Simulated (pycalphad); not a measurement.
All values are pycalphad results on the COST 507 light-alloy database (1999) (1 atm), not direct measurements. The data set is of 1999 and partly superseded. Diffusion is slow at the low end, where real alloys seldom reach equilibrium.

## Ti-19.5B (at.%): equilibrium cooling sequence

```tsv
T (°C)	phases above	phases below
1732.9	LIQUID	BM + LIQUID
1540.9	BM + LIQUID	BCC_A2 + BM
882.9	BCC_A2 + BM	BM + HCP_A3
```

Changes were sought between steps of 75 K, so a narrower field can be missed.

Database names, with the compositions (at.%) that they take in these runs: BM: Ti 50 B 50. BCC_A2 is bcc; HCP_A3 is hcp.
